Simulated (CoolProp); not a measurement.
C2F6 (R116) at several states: density (kg/m³) from the reference equation and from simpler models built on Tc = 293.0 K, pc = 3.048 MPa, ω = 0.257; each cubic takes its own stable root.

Values from CoolProp's reference Helmholtz-energy equation of state, Lemmon 2006. It is a short technical equation, of lower accuracy than the large ones.

```json
[
 {"T (K)": "293.9", "p (MPa)": "0.747", "phase": "gas", "reference": "46.17"},
 {"T (K)": "178.7", "p (MPa)": "0.918", "phase": "liquid", "reference": "1678"},
 {"T (K)": "318.3", "p (MPa)": "14.7", "phase": "supercritical", "reference": "1137"},
 {"T (K)": "361.8", "p (MPa)": "5.6", "phase": "supercritical", "reference": "367.2"}
]
```

Question: How far does each simpler model (van der Waals, Redlich-Kwong, Peng-Robinson) lie from the reference over these 4 states: mean and median of the absolute difference, and the worst?

Answer: 
- van der Waals: mean 18.6 %, median 18.4 %, worst -36.7 % at 178.7 K and 0.918 MPa
- Redlich-Kwong: mean 4.2 %, median 4.8 %, worst +7.1 % at 361.8 K and 5.6 MPa
- Peng-Robinson: mean 4.0 %, median 3.5 %, worst +8.1 % at 178.7 K and 0.918 MPa
